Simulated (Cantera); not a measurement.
## Equilibrium for silicon carbide growth: (CH3)2SiCl2 + C2H2 + H2

Input: 1 mol (CH3)2SiCl2, 0.019 mol C2H2, 20 mol H2, held at 1227 °C and 79.0 mbar.

These are equilibrium values from Cantera (NASA tables, ideal gas, pure condensed phases), not measurements of a reactor. Candidate condensed phases: C, C6H6, C7H8, C8H18, Si, SiC; 109 gas species. The feed counts by its element totals alone. The tables' values for SiCl3 are old estimates; treat these amounts as uncertain. Kinetics and transport are ignored.

| Item | Result |
|---|---|
| x(H2) | 0.917 |
| x(HCl) | 0.0829 |
| x(SiCl2) | 0.000175 |
| x(CH4) | 0.000171 |
| x(H) | 6.00e-5 |
| x(SiCl3) | 1.06e-5 |
| x(C2H2 (acetylene)) | 8.27e-6 |
| x(Cl) | 4.37e-6 |
| x(SiHCl3) | 2.34e-6 |
| n(C(graphite)) | 1.04 mol |
| n(SiC(s)) | 0.995 mol |
| gas amount | 24.02 mol |
| log10 activity of Si(s) (absent) | -2.14 |
